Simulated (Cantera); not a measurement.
Input: 1 mol Si3N4, 0.52 mol Cl2, 36 mol N2, held at 1477 °C and 1000 Pa.

Equilibrium computed with Cantera from the NASA thermochemical tables; the gas is ideal and each condensed phase is pure. Candidate condensed phases: Si, Si3N4; 13 gas species. The tables' values for SiCl, SiCl3 are old estimates; treat these amounts as uncertain. Equilibrium is a limit: real reactors are often held back by kinetics, nucleation or transport.

Base state: N2 0.986, SiCl2 0.0139, Cl 0.000159, SiCl 8.29e-5, Si 7.95e-5, SiCl3 7.79e-5 (mole fractions); condensed: Si3N4(s).

What changes in the equilibrium state with this change: Si3N4 replaced by BN?


```tsv
species	before	after
N2	0.986	0.987
BCl3	0	0.00753
Cl	0.000159	0.00336
SiCl2	0.0139	0
BCl2	0	0.000826
BCl	0	0.000777
SiCl	8.29e-5	0
Si	7.95e-5	0
SiCl3	7.79e-5	0
Si3N4(s), mol	0.827	0
BN(s), mol	0	0.665
```
The tables' values for BCl2, BCl are old estimates; treat these amounts as uncertain. Further candidate phases: B, BN.
